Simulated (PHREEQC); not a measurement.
Synthetic water in mg/L, 20 °C, pH 5.76, pe 10.6:

```csv
constituent,mg/L
Na,0.0162
K,0.0445
Ca,0.0174
Mg,0.0185
Cl,0.0271
S(6) as SO4,0.0372
Alkalinity as HCO3,0.219
N(5) as NO3,0.01
Br,0.00104
F,0.00089
Cd,0.000488
Si as SiO2,0.00519
```

Na is adjusted to close the charge balance.
Valence states are taken as typed.

The numbers come from PHREEQC with the ion-association model, phreeqc.dat.

This is a speciation only: nothing precipitates in the calculation.

Problem. Estimate the ionic strength.

Solution. ionic strength 8.68e-6 mol/kgw.

Problem. In which forms is C present?

Solution. CO2 81 %, HCO3- 19 % of the C.

SiF6-2 is the database's only silicon fluoride.
